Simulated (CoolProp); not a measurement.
Values from CoolProp's reference Helmholtz-energy equation of state, Akasaka 2023.

Problem. For R1224YDZ, give the phase and the density (kg/m³), cp (kJ/(kg K)), speed of sound (m/s), Joule-Thomson coefficient (K/MPa) at 199.95 °C and 1.5 MPa.

Solution. 
- 199.95 °C and 1.5 MPa: gas; density 64.1, cp 1.08, speed of sound 151, Joule-Thomson coefficient 7.79
